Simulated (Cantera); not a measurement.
# MgCO3 + CO2 (calcination and drying)

Input: 1 mol MgCO3, 0.088 mol CO2, held at 1602 °C and 1.20 mbar.

Equilibrium computed with Cantera from the NASA thermochemical tables; the gas is ideal and each condensed phase is pure. Candidate condensed phases: C, Mg, MgCO3, MgO; 15 gas species. Rates play no part.

| Item | Result |
|---|---|
| x(CO2) | 0.904 |
| x(CO) | 0.0639 |
| x(O2) | 0.0313 |
| x(O) | 0.00123 |
| x(Mg) | 3.22e-5 |
| x(MgO) | 1.25e-6 |
| n(MgO(s)) | 1.000 mol |
| gas amount | 1.125 mol |
| log10 activity of Mg(l) (absent) | -8.72 |
| log10 activity of C(graphite) (absent) | -9.58 |
